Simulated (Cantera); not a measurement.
Feed: 1 mol Si, 3.2 mol Cl₂, held at 1148 K and 10.5 Torr.

Method: chemical equilibrium by Gibbs-energy minimisation in Cantera with the NASA 1993 tables (ideal gas, pure condensed phases). Candidate condensed phases: Si; 9 gas species. The numbers say what is thermodynamically allowed, not how fast it happens.

Base state: Cl₂ 0.533, SiCl₄ 0.451, Cl 0.0165 (mole fractions); condensed: gas only.

What changes in the equilibrium state with this change: pressure from 10.5 Torr to 0.600 Torr?


| species | before | after |
|---|---|---|
| Cl₂ | 0.533 | 0.494 |
| SiCl₄ | 0.451 | 0.439 |
| Cl | 0.0165 | 0.0666 |
